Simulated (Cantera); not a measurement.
Adiabatic ignition

An adiabatic, constant-pressure homogeneous reactor starts with 37.1 % H2, 13.2 % O2, 49.7 % N2, equivalence ratio 1.4, at 1650 K and 6.40 bar.

Cantera simulation using GRI-Mech 3.0 (53 species, 325 reactions); the numbers are that mechanism's predictions, not measurements. The hydrogen kinetics of GRI-Mech 3.0 are dated; newer H2 mechanisms differ, most at raised pressure. Above 3000 K some thermodynamic fits are extrapolated.

```json
[
 {"t (s)": "6.00e-6", "T (K)": "2969", "x H2": "0.124", "x O2": "0.00412", "x O": "0.00492", "x H2O": "0.253", "x H2O2": "7.22e-7", "x NO": "0.000273"},
 {"t (s)": "1.91e-5", "T (K)": "3088", "x H2": "0.124", "x O2": "0.00260", "x O": "0.00310", "x H2O": "0.264", "x H2O2": "6.72e-7", "x NO": "0.00101"},
 {"t (s)": "6.06e-5", "T (K)": "3084", "x H2": "0.125", "x O2": "0.00244", "x O": "0.00294", "x H2O": "0.264", "x H2O2": "6.45e-7", "x NO": "0.00278"},
 {"t (s)": "0.000192", "T (K)": "3079", "x H2": "0.126", "x O2": "0.00230", "x O": "0.00281", "x H2O": "0.263", "x H2O2": "6.20e-7", "x NO": "0.00446"},
 {"t (s)": "0.000612", "T (K)": "3078", "x H2": "0.127", "x O2": "0.00229", "x O": "0.00280", "x H2O": "0.263", "x H2O2": "6.18e-7", "x NO": "0.00460"},
 {"t (s)": "0.00194", "T (K)": "3078", "x H2": "0.127", "x O2": "0.00229", "x O": "0.00280", "x H2O": "0.263", "x H2O2": "6.18e-7", "x NO": "0.00460"},
 {"t (s)": "0.00617", "T (K)": "3078", "x H2": "0.127", "x O2": "0.00229", "x O": "0.00280", "x H2O": "0.263", "x H2O2": "6.18e-7", "x NO": "0.00460"},
 {"t (s)": "0.0196", "T (K)": "3078", "x H2": "0.127", "x O2": "0.00229", "x O": "0.00280", "x H2O": "0.263", "x H2O2": "6.18e-7", "x NO": "0.00460"},
 {"t (s)": "0.0623", "T (K)": "3078", "x H2": "0.127", "x O2": "0.00229", "x O": "0.00280", "x H2O": "0.263", "x H2O2": "6.18e-7", "x NO": "0.00460"},
 {"t (s)": "0.198", "T (K)": "3078", "x H2": "0.127", "x O2": "0.00229", "x O": "0.00280", "x H2O": "0.263", "x H2O2": "6.18e-7", "x NO": "0.00460"},
 {"t (s)": "0.629", "T (K)": "3078", "x H2": "0.127", "x O2": "0.00229", "x O": "0.00280", "x H2O": "0.263", "x H2O2": "6.18e-7", "x NO": "0.00460"},
 {"t (s)": "2.00", "T (K)": "3078", "x H2": "0.127", "x O2": "0.00229", "x O": "0.00280", "x H2O": "0.263", "x H2O2": "6.18e-7", "x NO": "0.00460"}
]
```
x: mole fraction; the columns are a selection and need not sum to one.

```json
{
  "time_of_steepest_temperature_rise": "1.38 µs",
  "temperature at 2.00 s": "3078 K",
  "equilibrium_temperature": "3078 K",
  "x(H2) at 2.00 s": "0.127 (gas-phase equilibrium 0.127)",
  "x(O2) at 2.00 s": "0.00229 (gas-phase equilibrium 0.00229)",
  "x(O) at 2.00 s": "0.00280 (gas-phase equilibrium 0.00280)"
}
```
